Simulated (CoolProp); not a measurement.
Saturated liquid density (kg/m³) of tetradecamethylhexasiloxane (MD4M): the reference equation beside estimates from Tc = 380.0 °C, pc = 8.286 bar, ω = 0.800. Rackett uses Z = 0.29056 − 0.08775 ω.

Values from CoolProp's reference Helmholtz-energy equation of state, Thol 2019.

```json
[
 {"T (°C)": "147.95", "reference": "765.5", "Rackett": "[?]", "van der Waals": "[?]", "Redlich-Kwong": "611.8", "Soave-Redlich-Kwong": "675.2", "Peng-Robinson": "759.7"},
 {"T (°C)": "157.25", "reference": "755.8", "Rackett": "966.5", "van der Waals": "413.5", "Redlich-Kwong": "603.8", "Soave-Redlich-Kwong": "668.5", "Peng-Robinson": "752.5"},
 {"T (°C)": "166.55", "reference": "746.1", "Rackett": "953.6", "van der Waals": "408.8", "Redlich-Kwong": "595.6", "Soave-Redlich-Kwong": "661.5", "Peng-Robinson": "745.0"},
 {"T (°C)": "175.85", "reference": "736.2", "Rackett": "940.4", "van der Waals": "404.0", "Redlich-Kwong": "587.2", "Soave-Redlich-Kwong": "654.2", "Peng-Robinson": "737.1"},
 {"T (°C)": "185.05", "reference": "726.3", "Rackett": "927.2", "van der Waals": "399.2", "Redlich-Kwong": "578.5", "Soave-Redlich-Kwong": "646.5", "Peng-Robinson": "728.8"},
 {"T (°C)": "194.35", "reference": "716.1", "Rackett": "913.5", "van der Waals": "394.1", "Redlich-Kwong": "569.6", "Soave-Redlich-Kwong": "638.5", "Peng-Robinson": "720.1"},
 {"T (°C)": "203.65", "reference": "705.7", "Rackett": "899.6", "van der Waals": "388.9", "Redlich-Kwong": "560.3", "Soave-Redlich-Kwong": "[?]", "Peng-Robinson": "710.9"},
 {"T (°C)": "212.95", "reference": "695.1", "Rackett": "885.3", "van der Waals": "383.6", "Redlich-Kwong": "550.8", "Soave-Redlich-Kwong": "621.0", "Peng-Robinson": "701.1"},
 {"T (°C)": "222.25", "reference": "684.3", "Rackett": "870.7", "van der Waals": "378.1", "Redlich-Kwong": "540.9", "Soave-Redlich-Kwong": "611.6", "Peng-Robinson": "690.8"},
 {"T (°C)": "231.55", "reference": "[?]", "Rackett": "855.7", "van der Waals": "372.4", "Redlich-Kwong": "530.7", "Soave-Redlich-Kwong": "601.7", "Peng-Robinson": "679.9"},
 {"T (°C)": "240.75", "reference": "662.1", "Rackett": "840.5", "van der Waals": "366.6", "Redlich-Kwong": "[?]", "Soave-Redlich-Kwong": "591.3", "Peng-Robinson": "668.5"},
 {"T (°C)": "250.05", "reference": "650.4", "Rackett": "824.7", "van der Waals": "360.5", "Redlich-Kwong": "509.2", "Soave-Redlich-Kwong": "580.1", "Peng-Robinson": "[?]"},
 {"T (°C)": "259.35", "reference": "638.3", "Rackett": "808.3", "van der Waals": "354.1", "Redlich-Kwong": "497.8", "Soave-Redlich-Kwong": "568.3", "Peng-Robinson": "643.1"},
 {"T (°C)": "268.65", "reference": "[?]", "Rackett": "791.4", "van der Waals": "347.5", "Redlich-Kwong": "485.9", "Soave-Redlich-Kwong": "555.8", "Peng-Robinson": "629.0"},
 {"T (°C)": "277.95", "reference": "612.9", "Rackett": "773.9", "van der Waals": "340.6", "Redlich-Kwong": "473.4", "Soave-Redlich-Kwong": "542.4", "Peng-Robinson": "614.0"}
]
```

### Question
Some entries are withheld; supply them.

### Answer

- 147.95, Rackett: 979.2
- 147.95, van der Waals: 418.0
- 203.65, Soave-Redlich-Kwong: 630.0
- 231.55, reference: 673.3
- 240.75, Redlich-Kwong: 520.2
- 250.05, Peng-Robinson: 656.2
- 268.65, reference: 625.9

Absolute difference from the reference over all 15 rows, mean and median: Rackett 27.3 and 27.4 %, van der Waals 44.9 and 44.8 %, Redlich-Kwong 21.0 and 20.8 %, Soave-Redlich-Kwong 11.0 and 11.0 %, Peng-Robinson 0.6 and 0.7 %.
